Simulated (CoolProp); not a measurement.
n-perfluorohexane along the isotherm 450 K: fugacity coefficient from the reference equation and from simpler models built on Tc = 448.0 K, pc = 1.742 MPa, ω = 0.497; each cubic takes its own stable root.

Computed with CoolProp (reference Helmholtz-energy equation of state, Gao 2022).

```csv
p (MPa),phase,reference
0.311,gas,0.9390
0.622,gas,0.8788
0.933,gas,0.8191
1.24,gas,0.7601
1.55,gas,0.6990
1.87,supercritical,0.6264
2.18,supercritical,0.5543
2.49,supercritical,0.4992
2.8,supercritical,0.4562
3.11,supercritical,0.4217
3.42,supercritical,0.3934
3.73,supercritical,0.3700
4.04,supercritical,0.3502
4.35,supercritical,0.3333
```

### Question
How far does each simpler model (Redlich-Kwong, Peng-Robinson) lie from the reference over these 14 states: mean and median of the absolute difference, and the worst?

### Answer
- Redlich-Kwong: mean 3.7 %, median 3.6 %, worst +7.9 % at 450 K and 4.35 MPa
- Peng-Robinson: mean 1.1 %, median 1.1 %, worst +2.0 % at 450 K and 4.35 MPa
